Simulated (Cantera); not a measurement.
A perfectly stirred reactor is fed with H2 : O2 : N2 = 0.58 : 1 : 2.7 (molar parts), equivalence ratio 0.29, at 0.490 bar; it is held at 1350 K, and followed from long to short residence time.

Cantera simulation using GRI-Mech 3.0 (53 species, 325 reactions); the numbers are that mechanism's predictions, not measurements. The temperature is held fixed by assumption; the heat of reaction is taken as removed at once.

Problem. What does this change do: pressure from 0.490 bar to 1.00 bar?

Solution. 
```csv
quantity,before,after
x(H2) at τ = 0.300 s,0.000112,8.05e-5
x(O2) at τ = 0.300 s,0.178,0.178
x(N2O) at τ = 0.300 s,6.66e-7,1.14e-6
x(NO) at τ = 0.300 s,9.56e-7,1.06e-6
x(NO2) at τ = 0.300 s,8.01e-9,2.20e-8
x(H2) at τ = 24.0 ms,0.000579,0.000423
x(O2) at τ = 24.0 ms,0.178,0.178
x(N2O) at τ = 24.0 ms,4.45e-7,9.64e-7
x(NO) at τ = 24.0 ms,5.77e-7,5.60e-7
x(NO2) at τ = 24.0 ms,2.36e-9,7.97e-9
```
